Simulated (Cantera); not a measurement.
A closed system holds: 1 mol Ti, 0.14 mol CO, 1.1 mol H2, at 1000 Pa.

Equilibrium computed with Cantera from the NASA thermochemical tables; the gas is ideal and each condensed phase is pure. Candidate condensed phases: C, C6H6, C7H8, C8H18, H2O, Ti, TiC, TiO, TiO2, Ti2O3, Ti3O5, Ti4O7; 113 gas species. Mutual solubility and eutectic melting of coexisting phases are not modelled. TiC, TiO: taken at fixed stoichiometry. Condensed phases not in the tables: solid solutions among these carbides, nitrides and lower oxides, N, O or C dissolved in the metal. Equilibrium is a limit: real reactors are often held back by kinetics, nucleation or transport.

x: gas mole fraction; n: condensed amount in mol.

| T (K) | x H2 | x H | x Ti | x CO | x TiO | x H2O | n Ti(α) | n TiC(s) | n TiO(s) | n Ti(β) | n Ti(l) |
|---|---|---|---|---|---|---|---|---|---|---|---|
| 1100 | 1.00 | 2.59e-7 | <1e-12 | <1e-12 | <1e-12 | 1.32e-12 | 0.720 | 0.140 | 0.140 | 0 | 0 |
| 1250 | 1.000 | … | … | <1e-12 | <1e-12 | … | 0 | 0.140 | 0.140 | 0.720 | 0 |
| 1400 | 1.000 | 4.86e-5 | 7.72e-9 | 1.73e-11 | 3.45e-11 | 1.13e-9 | 0 | 0.140 | 0.140 | 0.720 | 0 |
| 1550 | 1.000 | … | … | … | … | … | 0 | 0.140 | 0.140 | 0.720 | 0 |
| 1700 | 0.999 | 0.00147 | 8.14e-6 | 1.64e-7 | 1.90e-7 | 7.91e-8 | 0 | 0.140 | 0.140 | 0.720 | 0 |
| 1850 | 0.995 | 0.00537 | 0.000111 | 5.08e-6 | 4.72e-6 | 3.83e-7 | 0 | 0.140 | 0.140 | 0.720 | 0 |
| 2000 | 0.983 | 0.0161 | 0.000993 | 9.79e-5 | 7.07e-5 | 1.47e-6 | 0 | 0.140 | 0.140 | 0 | 0.719 |

Task: Fill in the missing entries.

Result: 
- 1550, x H: 0.000315
- 1550, x Ti: 3.53e-7
- 1550, x CO: 2.65e-9
- 1550, x TiO: 3.95e-9
- 1550, x H2O: 1.18e-8
- 1250, x H: 4.83e-6
- 1250, x Ti: 6.65e-11
- 1250, x H2O: 5.97e-11
